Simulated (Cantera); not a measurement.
A perfectly stirred reactor is fed with CH4 : H2O = 1 : 2.8 (molar parts), at 0.370 bar; it is held at 1500 K, and followed from long to short residence time.

Computed with Cantera and GRI-Mech 3.0 (53 species, 325 reactions).

x: mole fraction; the columns are a selection and need not sum to one.

```tsv
τ (s)	x CH4	x H2O	x CO2	x CO	x HCO	x H
0.43	0.170	0.675	(withheld)	0.00340	3.63e-10	5.86e-6
0.15	0.211	0.706	(withheld)	0.00107	4.59e-10	3.36e-6
0.055	0.239	0.724	(withheld)	0.000303	5.10e-10	1.68e-6
0.020	0.254	0.733	(withheld)	7.36e-5	4.29e-10	6.85e-7
0.0071	0.260	0.736	(withheld)	1.20e-5	2.09e-10	2.49e-7
0.0026	0.262	0.737	(withheld)	1.07e-6	5.11e-11	1.15e-7
0.00092	0.263	0.737	2.19e-11	4.82e-8	6.40e-12	7.46e-8
0.00033	0.263	0.737	<1e-12	1.24e-9	<1e-12	6.11e-8
0.00012	0.263	0.737	<1e-12	1.63e-11	<1e-12	5.69e-8
```

**Question.** What belongs in the gaps?

**Answer.** 
- 0.43, x CO2: 0.00127
- 0.15, x CO2: 0.000179
- 0.055, x CO2: 2.06e-5
- 0.020, x CO2: 1.81e-6
- 0.0071, x CO2: 8.90e-8
- 0.0026, x CO2: 2.13e-9
